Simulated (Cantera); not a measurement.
Charge: 1 mol HCl, 6.3 mol H2O, 0.31 mol O2, equilibrated at 1700000 Pa.

Equilibrium computed with Cantera from the NASA thermochemical tables; the gas is ideal and each condensed phase is pure. Candidate condensed phases: H2O; 14 gas species. Equilibrium is a limit: real reactors are often held back by kinetics, nucleation or transport.

x: gas mole fraction; nothing condenses.

```json
[
 {"T (°C)": "227", "x H2O": "0.911", "x HCl": "0.0175", "x Cl2": "0.0589", "x O2": "0.0125", "x Cl": "?", "x OH": "<1e-12", "x HOCl": "1.78e-7"},
 {"T (°C)": "302", "x H2O": "0.897", "x HCl": "0.0363", "x Cl2": "0.0491", "x O2": "0.0172", "x Cl": "?", "x OH": "<1e-12", "x HOCl": "7.38e-7"},
 {"T (°C)": "377", "x H2O": "0.881", "x HCl": "0.0591", "x Cl2": "0.0374", "x O2": "0.0228", "x Cl": "?", "x OH": "2.65e-12", "x HOCl": "2.07e-6"},
 {"T (°C)": "452", "x H2O": "0.865", "x HCl": "0.0810", "x Cl2": "0.0260", "x O2": "0.0282", "x Cl": "?", "x OH": "6.15e-11", "x HOCl": "4.35e-6"},
 {"T (°C)": "527", "x H2O": "0.852", "x HCl": "0.0987", "x Cl2": "0.0169", "x O2": "0.0326", "x Cl": "?", "x OH": "7.87e-10", "x HOCl": "7.36e-6"},
 {"T (°C)": "602", "x H2O": "0.843", "x HCl": "0.111", "x Cl2": "0.0106", "x O2": "0.0357", "x Cl": "?", "x OH": "6.48e-9", "x HOCl": "1.07e-5"},
 {"T (°C)": "677", "x H2O": "0.837", "x HCl": "0.119", "x Cl2": "0.00660", "x O2": "0.0376", "x Cl": "?", "x OH": "3.81e-8", "x HOCl": "1.40e-5"},
 {"T (°C)": "752", "x H2O": "0.834", "x HCl": "0.123", "x Cl2": "0.00421", "x O2": "0.0387", "x Cl": "?", "x OH": "1.73e-7", "x HOCl": "1.73e-5"},
 {"T (°C)": "827", "x H2O": "0.832", "x HCl": "0.126", "x Cl2": "0.00277", "x O2": "0.0394", "x Cl": "?", "x OH": "6.36e-7", "x HOCl": "2.03e-5"},
 {"T (°C)": "902", "x H2O": "0.831", "x HCl": "0.128", "x Cl2": "0.00189", "x O2": "0.0398", "x Cl": "?", "x OH": "1.98e-6", "x HOCl": "2.32e-5"},
 {"T (°C)": "977", "x H2O": "0.830", "x HCl": "0.129", "x Cl2": "0.00134", "x O2": "0.0401", "x Cl": "?", "x OH": "5.39e-6", "x HOCl": "2.59e-5"},
 {"T (°C)": "1052", "x H2O": "0.829", "x HCl": "0.129", "x Cl2": "0.000980", "x O2": "0.0402", "x Cl": "?", "x OH": "1.31e-5", "x HOCl": "2.85e-5"},
 {"T (°C)": "1127", "x H2O": "0.829", "x HCl": "0.130", "x Cl2": "0.000739", "x O2": "0.0403", "x Cl": "?", "x OH": "2.89e-5", "x HOCl": "3.10e-5"},
 {"T (°C)": "1202", "x H2O": "0.829", "x HCl": "0.130", "x Cl2": "0.000571", "x O2": "0.0404", "x Cl": "?", "x OH": "5.89e-5", "x HOCl": "3.33e-5"}
]
```

Task: Fill in the missing entries.

Result: 
- 227, x Cl: 8.48e-12
- 302, x Cl: 3.61e-10
- 377, x Cl: 6.09e-9
- 452, x Cl: 5.37e-8
- 527, x Cl: 2.95e-7
- 602, x Cl: 1.15e-6
- 677, x Cl: 3.49e-6
- 752, x Cl: 8.80e-6
- 827, x Cl: 1.93e-5
- 902, x Cl: 3.82e-5
- 977, x Cl: 6.93e-5
- 1052, x Cl: 0.000117
- 1127, x Cl: 0.000187
- 1202, x Cl: 0.000285
